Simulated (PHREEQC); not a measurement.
Make-up at 25 °C: 0.049 mol/kgw CaCl2, 0.00048 mol/kgw Na2HPO4 and 0.14 mol/kgw NaCl. Closed to the air; pH follows from the charge balance.

The numbers come from PHREEQC with the ion-association model, phreeqc.dat.

Each row changes one thing in this solution. This is a speciation only: nothing precipitates in the calculation.

```json
[
 {"case": "as made", "pH": "7.53", "CaHPO4 (mol/kgw)": "0.000267", "HPO4-2 (mol/kgw)": "0.000139", "CaPO4- (mol/kgw)": "3.18e-5", "H2PO4- (mol/kgw)": "2.37e-5", "NaHPO4- (mol/kgw)": "1.01e-5", "SI of Halite (NaCl)": "-3.34", "SI of Hydroxyapatite (Ca5(PO4)3OH)": "+11.01"},
 {"case": "Na2HPO4 from 0.00048 to 0.00096 mol/kgw", "pH": "?", "CaHPO4 (mol/kgw)": "0.000532", "HPO4-2 (mol/kgw)": "0.000280", "CaPO4- (mol/kgw)": "6.39e-5", "H2PO4- (mol/kgw)": "4.73e-5", "NaHPO4- (mol/kgw)": "2.05e-5", "SI of Halite (NaCl)": "-3.34", "SI of Hydroxyapatite (Ca5(PO4)3OH)": "+11.91"},
 {"case": "temperature from 25 to 75 °C", "pH": "7.19", "CaHPO4 (mol/kgw)": "0.000303", "HPO4-2 (mol/kgw)": "9.12e-5", "CaPO4- (mol/kgw)": "3.78e-5", "H2PO4- (mol/kgw)": "2.46e-5", "NaHPO4- (mol/kgw)": "5.84e-6", "SI of Halite (NaCl)": "?", "SI of Hydroxyapatite (Ca5(PO4)3OH)": "?"},
 {"case": "Na2HPO4 replaced by K2HPO4 at the same molality", "pH": "7.53", "CaHPO4 (mol/kgw)": "0.000267", "HPO4-2 (mol/kgw)": "0.000139", "CaPO4- (mol/kgw)": "3.18e-5", "H2PO4- (mol/kgw)": "2.37e-5", "NaHPO4- (mol/kgw)": "1.01e-5", "SI of Halite (NaCl)": "-3.34", "SI of Hydroxyapatite (Ca5(PO4)3OH)": "+11.01"},
 {"case": "diluted 2-fold with water", "pH": "7.62", "CaHPO4 (mol/kgw)": "0.000123", "HPO4-2 (mol/kgw)": "8.07e-5", "CaPO4- (mol/kgw)": "1.61e-5", "H2PO4- (mol/kgw)": "1.37e-5", "NaHPO4- (mol/kgw)": "3.70e-6", "SI of Halite (NaCl)": "?", "SI of Hydroxyapatite (Ca5(PO4)3OH)": "?"}
]
```

### Question
Complete the blanks.

### Answer

- Na2HPO4 from 0.00048 to 0.00096 mol/kgw, pH: 7.54
- temperature from 25 to 75 °C, SI of Halite (NaCl): -3.41
- temperature from 25 to 75 °C, SI of Hydroxyapatite (Ca5(PO4)3OH): +12.45
- diluted 2-fold with water, SI of Halite (NaCl): -3.89
- diluted 2-fold with water, SI of Hydroxyapatite (Ca5(PO4)3OH): +9.84

Complexes and solids missing from the database can't appear. Some of these states are supersaturated (in Hydroxyapatite, for instance). At this temperature some constants are extrapolated from 25 °C, and those without enthalpy data are left unchanged.
